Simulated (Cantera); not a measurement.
Charge: 1 mol HMDSO, 0.34 mol NO, 43 mol N2, at 1330 Pa.

Cantera equilibrium calculation (NASA polynomials, part measured and part estimated; ideal gas, pure solids and liquids). Candidate condensed phases: C, C6H6, C7H8, C8H18, H2O, Si, SiC, SiO2, Si2N2O, Si3N4; 151 gas species. The feed counts by its element totals alone. Equilibrium is a limit: real reactors are often held back by kinetics, nucleation or transport.

x: gas mole fraction; n: condensed amount in mol.

```json
[
 {"T (K)": "700", "x N2": "0.827", "x H2": "0.170", "x CO": "6.13e-7", "x CH4": "0.00326", "x HCN": "1.98e-9", "n C(graphite)": "5.83", "n SiO2(α-quartz)": "0.227", "n Si2N2O(s)": "0.887", "n SiO2(β-quartz)": "0"},
 {"T (K)": "775", "x N2": "0.825", "x H2": "0.174", "x CO": "(withheld)", "x CH4": "(withheld)", "x HCN": "(withheld)", "n C(graphite)": "5.96", "n SiO2(α-quartz)": "0.226", "n Si2N2O(s)": "0.887", "n SiO2(β-quartz)": "0"},
 {"T (K)": "850", "x N2": "0.825", "x H2": "0.175", "x CO": "0.000143", "x CH4": "0.000254", "x HCN": "1.16e-7", "n C(graphite)": "5.98", "n SiO2(α-quartz)": "0", "n Si2N2O(s)": "0.889", "n SiO2(β-quartz)": "0.222"},
 {"T (K)": "925", "x N2": "0.824", "x H2": "0.175", "x CO": "(withheld)", "x CH4": "(withheld)", "x HCN": "(withheld)", "n C(graphite)": "5.94", "n SiO2(α-quartz)": "0", "n Si2N2O(s)": "0.906", "n SiO2(β-quartz)": "(withheld)"},
 {"T (K)": "1000", "x N2": "0.819", "x H2": "0.175", "x CO": "0.00630", "x CH4": "3.88e-5", "x HCN": "1.96e-6", "n C(graphite)": "5.67", "n SiO2(α-quartz)": "0", "n Si2N2O(s)": "0.995", "n SiO2(β-quartz)": "0.0102"},
 {"T (K)": "1075", "x N2": "0.819", "x H2": "0.175", "x CO": "0.00660", "x CH4": "1.83e-5", "x HCN": "5.99e-6", "n C(graphite)": "5.66", "n SiO2(α-quartz)": "0", "n Si2N2O(s)": "1.00", "n SiO2(β-quartz)": "0"},
 {"T (K)": "1150", "x N2": "0.819", "x H2": "0.175", "x CO": "0.00660", "x CH4": "9.52e-6", "x HCN": "1.58e-5", "n C(graphite)": "5.66", "n SiO2(α-quartz)": "0", "n Si2N2O(s)": "1.00", "n SiO2(β-quartz)": "0"}
]
```

Q: What belongs in the gaps?

A: 
- 775, x CO: 1.23e-5
- 775, x CH4: 0.000825
- 775, x HCN: 1.86e-8
- 925, x CO: 0.00111
- 925, x CH4: 9.28e-5
- 925, x HCN: 5.37e-7
- 925, n SiO2(β-quartz): 0.189
